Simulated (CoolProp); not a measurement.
Vapour-liquid equilibrium of R13 (1) + propylene (2) at -89.15 °C; x and y are mole fractions of (1).

Model: multi-fluid Helmholtz-energy mixture model, Platzer 1990 and Lemmon 2013; pair parameters Bell 2016, in CoolProp. This equation is an older, rougher fit; its heat capacities, sound speeds and derivatives of the liquid may be far off and weren't checked against measurements.

| x | bubble pressure (MPa) | y at the bubble point | dew pressure at overall composition x (MPa) | liquid density (mol/L) |
|---|---|---|---|---|
| 0.05 | 0.01662 | 0.463 | 0.009793 | 15.62 |
| 0.2 | 0.03230 | 0.757 | 0.01151 | 15.47 |
| 0.35 | 0.04191 | 0.834 | 0.01396 | 15.32 |
| 0.5 | 0.04835 | 0.874 | 0.01772 | 15.18 |
| 0.65 | 0.05346 | 0.905 | 0.02415 | 15.05 |
| 0.8 | 0.05837 | 0.937 | 0.03714 | 14.94 |
| 0.95 | 0.06375 | 0.981 | 0.06011 | 14.86 |

No azeotrope shows between x = 0.05 and 0.95.

The pair parameters rest on a limited set of measurements; away from them the model extrapolates. With so large a gap from Raoult's law the liquid may split in two, which this calculation doesn't test in full.
